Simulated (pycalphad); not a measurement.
Computed with pycalphad from the COST 507 light-alloy database (1999), at 1 atm. These are 1990s assessments: newer ones move some temperatures and phases. Phase fractions are per mole of atoms.

Task: Give the equilibrium state of Al-0.28Mg-2.32Si (at.%) at 570 K.

Result: 
```
T = 570.00 K, P = 101325 Pa, N = 1 mol of atoms
G = -18576 J/mol, H = 7035 J/mol, S = 44.93 J/(mol K)  (SER reference)
chemical potentials (J/mol): Al -18619, Mg -51200, Si -12833
phase             fraction      x(Al)      x(Mg)      x(Si)
FCC_A1              0.9749     0.9991   0.000391   0.000541
DIAMOND_A4          0.0215   3.46e-10       none     1.0000
MG2SI               0.0036       none     0.6667     0.3333
```

Task: Give the equilibrium state of Al-0.28Mg-2.32Si (at.%) at 850 K.

Result: FCC_A1, fraction 0.907, with 0.18 Mg, 1.4 Si at.%; LIQUID, fraction 0.093, with 1.2 Mg, 11.7 Si at.%.

Database names, with the compositions (at.%) that they take in these runs: MG2SI: Mg 67 Si 33. FCC_A1 is fcc; DIAMOND_A4 is diamond (Si). An entry "none" or "no" means that the model of the phase leaves that element out.
